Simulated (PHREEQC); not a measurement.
0.024 g of hydrous ferric oxide (600 m²/g; 0.2 weak and 0.005 strong sites per Fe, Dzombak-Morel constants, diffuse double layer) in 1 kg of water with 0.1 mol/kgw of an inert sodium salt and 0.0025 mmol/kgw Na2SO4, at 25 °C; the pH is set by adding NaOH or the inert anion's acid. O2 is buffered at 0.21 atm. CO2 from the air is kept out. Precipitation was switched off in this run.

Base run: PHREEQC, ion-association model, wateq4f.dat. Each further column changes one thing. The table gives surface potential ψ (mV).

| pH | base | background salt from 0.1 to 0.01 mol/kgw | oxide from 0.024 to 0.12 g/kgw |
|---|---|---|---|
| 3 | 149 | 199 | 152 |
| 3.67 | 146 | 189 | 149 |
| 4.33 | 138 | 170 | 141 |
| 5 | 124 | 147 | 125 |
| 5.67 | 104 | 120 | 105 |
| 6.33 | 80 | 93 | 81 |
| 7 | 52 | 60 | 52 |
| 7.67 | 21 | 24 | 21 |
| 8.33 | -11 | -12 | -11 |
| 9 | -42 | -49 | -42 |
| 9.67 | -72 | -84 | -72 |
| 10.33 | -97 | -115 | -97 |
| 11 | -120 | -143 | -120 |

The oxide is taken as insoluble; below pH 4 it would dissolve.
